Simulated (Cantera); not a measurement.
# Hydrogen reduction and annealing atmospheres: Cr₂O₃ + H₂ + H₂O

A closed system holds: 1 mol Cr₂O₃, 280 mol H₂, 5.2 mol H₂O, at 1975 K.

Equilibrium computed with Cantera from the NASA thermochemical tables; the gas is ideal and each condensed phase is pure. Candidate condensed phases: Cr, Cr₂O₃, H₂O; 13 gas species. Rates play no part.

```json
[
 {"P (Pa)": "10", "x H₂": "0.841", "x H": "0.126", "x H₂O": "0.0262", "x Cr": "0.00639", "x OH": "0.000373", "n Cr₂O₃(s)": "0"},
 {"P (Pa)": "52", "x H₂": "0.908", "x H": "0.0572", "x H₂O": "0.0274", "x Cr": "0.00663", "x OH": "0.000165", "n Cr₂O₃(s)": "0"},
 {"P (Pa)": "270", "x H₂": "0.940", "x H": "0.0255", "x H₂O": "0.0280", "x Cr": "0.00674", "x OH": "7.24e-5", "n Cr₂O₃(s)": "0"},
 {"P (Pa)": "1400", "x H₂": "0.954", "x H": "0.0113", "x H₂O": "0.0282", "x Cr": "0.00679", "x OH": "3.19e-5", "n Cr₂O₃(s)": "0"},
 {"P (Pa)": "7200", "x H₂": "0.965", "x H": "0.00501", "x H₂O": "0.0249", "x Cr": "0.00453", "x OH": "1.23e-5", "n Cr₂O₃(s)": "0.338"},
 {"P (Pa)": "37000", "x H₂": "0.976", "x H": "0.00222", "x H₂O": "0.0201", "x Cr": "0.00124", "x OH": "4.35e-6", "n Cr₂O₃(s)": "0.820"},
 {"P (Pa)": "190000", "x H₂": "0.980", "x H": "0.000983", "x H₂O": "0.0186", "x Cr": "0.000272", "x OH": "1.78e-6", "n Cr₂O₃(s)": "0.961"},
 {"P (Pa)": "1000000", "x H₂": "0.981", "x H": "0.000429", "x H₂O": "0.0183", "x Cr": "5.31e-5", "x OH": "7.62e-7", "n Cr₂O₃(s)": "0.992"}
]
```
x: gas mole fraction; n: condensed amount in mol.

From 10.0 Pa to 14.0 mbar nothing is condensed. From 72.0 mbar to 10.0 bar the condensed part is Cr₂O₃(s). The main Cr-bearing gas is Cr throughout.
